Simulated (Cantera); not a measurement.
A closed system holds: 1 mol (CH3)2SiCl2, 1.2 mol HCl, 22 mol H2, at 750 Torr.

Equilibrium computed with Cantera from the NASA thermochemical tables; the gas is ideal and each condensed phase is pure. Candidate condensed phases: C, C6H6, C7H8, C8H18, Si, SiC; 109 gas species. The feed counts by its element totals alone. Gases not in the tables: Si2H6 and higher silanes. Rates play no part.

Over these rows the condensed part is C(graphite) + SiC(s). Partial pressures as log10 of bar:

| T (K) | 1000/T (1/K) | log p SiCl4 | log p H2 | log p HCl |
|---|---|---|---|---|
| 1700 | 0.5882 | -4.81 | -0.05 | -0.94 |
| 1800 | 0.5556 | ? | -0.05 | -0.94 |
| 1900 | 0.5263 | -5.48 | -0.05 | -0.94 |
| 2000 | 0.5000 | -5.77 | -0.05 | -0.95 |
| 2100 | 0.4762 | -6.04 | -0.06 | -0.95 |
| 2200 | 0.4545 | -6.28 | -0.06 | -0.96 |

Fit log p(SiCl4) = a + b·(1000/T) to the five rows, give the apparent enthalpy, and predict the row at 1800 K.

Means: 1000/T = 0.5090, log p = -5.676. Sxy = 0.117681, Sxx = 0.0106990, so b = 11.00 and a = -5.676 − (11.00)×0.5090 = -11.28.
Apparent enthalpy: −19.145 × (11.00) = -211 kJ/mol. With the condensed phases at unit activity, SiC(s) + 4 HCl(g) = SiCl4(g) + C(graphite) + 2 H2(g) links this pressure to the main gases: over the six rows their terms move log p by -0.06 in all, so the slope is close to that reaction's ΔH°. The five rows lie within 0.01 of the line.
Prediction at 1800 K: -11.28 + (11.00)×0.5556 = -5.17. The computed value is -5.16, 0.01 from the line.
